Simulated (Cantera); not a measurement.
An adiabatic, constant-volume homogeneous reactor starts with CH₄ : O₂ : N₂ = 1 : 1.43 : 5.37 (molar parts), equivalence ratio 1.4, at 1325 K and 0.799 atm. Integrator tolerance rtol = 1e-08.

Computed with Cantera and GRI-Mech 3.0 (53 species, 325 reactions).

Problem. What does this change do: pressure from 0.799 atm to 10.9 atm?

Solution. 
| quantity | before | after |
|---|---|---|
| time of steepest temperature rise | 11.3 ms | 1.12 ms |
| temperature at 6.00 s | 2857 K | 3040 K |
| equilibrium temperature | 2857 K | 3040 K |
| x(CH₄) at 6.00 s | <1e-12 (gas-phase equilibrium <1e-12) | 3.47e-11 (gas-phase equilibrium 3.99e-11) |
| x(O₂) at 6.00 s | 0.00280 (gas-phase equilibrium 0.00280) | 0.000895 (gas-phase equilibrium 0.000895) |
| x(HO₂) at 6.00 s | 1.88e-6 (gas-phase equilibrium 1.88e-6) | 2.27e-6 (gas-phase equilibrium 2.27e-6) |
| x(CH₂CO) at 6.00 s | <1e-12 (gas-phase equilibrium <1e-12) | <1e-12 (gas-phase equilibrium <1e-12) |
| x(NO) at 6.00 s | 0.00411 (gas-phase equilibrium 0.00411) | 0.00294 (gas-phase equilibrium 0.00294) |
| x(N₂O) at 6.00 s | 2.85e-7 (gas-phase equilibrium 2.85e-7) | 7.82e-7 (gas-phase equilibrium 7.82e-7) |
Above 3000 K some thermodynamic fits are extrapolated.
